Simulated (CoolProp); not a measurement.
Computed with CoolProp (reference Helmholtz-energy equation of state, Gao 2020).

For ammonia, give the phase and the viscosity (µPa s), Prandtl number at 237 K and 0.101 MPa; 363.7 K and 0.101 MPa.


- 237 K and 0.101 MPa: liquid; viscosity 265, Prandtl number 1.75
- 363.7 K and 0.101 MPa: gas; viscosity 12.6, Prandtl number 0.869

Viscosity comes from a separate model (Fenghour 1995). Thermal conductivity comes from a separate model (Tufeu 1984).
